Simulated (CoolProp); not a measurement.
Properties of cyclohexane along the isotherm 620 K.

Values from CoolProp's reference Helmholtz-energy equation of state, Zhou 2014.

```csv
p (MPa),phase,cp (kJ/(kg K)),Joule-Thomson coefficient (K/MPa)
0.128,gas,2.758,4.137
0.255,gas,2.763,4.184
0.383,gas,2.768,4.231
0.51,gas,2.773,4.279
0.638,gas,2.779,4.329
0.765,gas,2.785,4.380
0.893,gas,2.791,4.432
1.02,gas,2.798,4.485
1.15,gas,2.805,4.540
1.28,gas,2.812,4.597
1.4,gas,2.819,4.650
1.53,gas,2.827,4.710
1.66,gas,2.835,4.771
1.79,gas,2.844,4.833
1.91,gas,2.853,4.893
2.04,gas,2.862,4.958
```
